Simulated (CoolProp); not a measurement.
The fluid at 293.15 K and 2.53 MPa (liquid) is heated at constant pressure to 474.5 K. The same conditions are run with several fluids, on thermodynamics alone (safety and materials aside).

Values from CoolProp's reference Helmholtz-energy equation of state of each fluid (benzene: Thol 2012; R404A: Lemmon 2003; R113: Marx 1992; R141b: Lemmon 2006). Blends and air are pseudo-pure fits.

Q: Rank benzene, R404A, R113, R141b by heat (kJ/kg), highest first.

A: benzene (367), R141b (358), R404A (337), R113 (255)

| fluid | final phase | final density (kg/m³) |
|---|---|---|
| benzene | liquid | 660 |
| R404A | gas | 67.7 |
| R113 | gas | 197 |
| R141b | gas | 100 |
